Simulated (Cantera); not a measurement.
## Adiabatic ignition

An adiabatic, constant-volume homogeneous reactor starts with 21.7 % H₂, 16.4 % O₂, 61.8 % N₂, equivalence ratio 0.66, at 1000 K and 500000 Pa.

Detailed kinetics in Cantera: the H2/O2 subset of GRI-Mech 3.0, which has no nitrogen chemistry. The hydrogen kinetics of GRI-Mech 3.0 are dated; newer H2 mechanisms differ, most at raised pressure.

| t (s) | T (K) | P (bar) | x H₂ | x O₂ | x OH | x H | x H₂O₂ | x HO₂ |
|---|---|---|---|---|---|---|---|---|
| 1.00e-6 | 1000 | 5.00 | 0.217 | 0.164 | 2.27e-12 | 4.66e-11 | <1e-12 | 2.28e-10 |
| 3.36e-6 | 1000 | 5.00 | 0.217 | 0.164 | 3.30e-12 | 5.87e-11 | 1.23e-12 | 9.46e-10 |
| 1.13e-5 | 1000 | 5.00 | 0.217 | 0.164 | 3.41e-12 | 6.03e-11 | 1.58e-11 | 3.46e-9 |
| 3.80e-5 | 1000 | 5.00 | 0.217 | 0.164 | 3.61e-12 | 6.37e-11 | 1.87e-10 | 1.20e-8 |
| 0.000128 | 1000 | 5.00 | 0.217 | 0.164 | 4.41e-12 | 7.58e-11 | 2.14e-9 | 4.14e-8 |
| 0.000429 | 1000 | 5.00 | 0.217 | 0.164 | 8.67e-12 | 1.28e-10 | 2.45e-8 | 1.52e-7 |
| 0.00144 | 1000 | 5.00 | 0.217 | 0.164 | 4.85e-11 | 5.15e-10 | 3.32e-7 | 8.01e-7 |
| 0.00485 | 1000 | 5.00 | 0.217 | 0.164 | 1.70e-9 | 1.21e-8 | 1.63e-5 | 1.19e-5 |
| 0.0163 | 2756 | 12.4 | 0.00489 | 0.0590 | 0.0175 | 0.00140 | 2.26e-6 | 2.85e-5 |
| 0.0548 | 2756 | 12.4 | 0.00489 | 0.0590 | 0.0175 | 0.00140 | 2.26e-6 | 2.85e-5 |
| 0.184 | 2756 | 12.4 | 0.00489 | 0.0590 | 0.0175 | 0.00140 | 2.26e-6 | 2.85e-5 |
| 0.619 | 2756 | 12.4 | 0.00489 | 0.0590 | 0.0175 | 0.00140 | 2.26e-6 | 2.85e-5 |
| 2.08 | 2756 | 12.4 | 0.00489 | 0.0590 | 0.0175 | 0.00140 | 2.26e-6 | 2.85e-5 |
| 7.00 | 2756 | 12.4 | 0.00489 | 0.0590 | 0.0175 | 0.00140 | 2.26e-6 | 2.85e-5 |
x: mole fraction; the columns are a selection and need not sum to one.

```json
{
  "time_of_steepest_temperature_rise": "12.2 ms",
  "temperature at 7.00 s": "2756 K",
  "equilibrium_temperature": "2756 K",
  "x(H₂) at 7.00 s": "0.00489 (gas-phase equilibrium 0.00489)",
  "x(O₂) at 7.00 s": "0.0590 (gas-phase equilibrium 0.0590)",
  "x(OH) at 7.00 s": "0.0175 (gas-phase equilibrium 0.0175)"
}
```
